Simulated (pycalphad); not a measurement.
CALPHAD calculation (pycalphad, COST 507 light-alloy database (1999)), 1 atm. The database dates from 1999; later assessments differ in places, in temperatures and in the compounds included. Phase fractions are per mole of atoms.

Task: Give the equilibrium state of Sn-95.4Si (at.%) at 1525 K.

Result: DIAMOND_A4, fraction 0.942, with >99.99 Si at.%; LIQUID, fraction 0.058, with 20.4 Si at.%.

DIAMOND_A4 is diamond (Si).
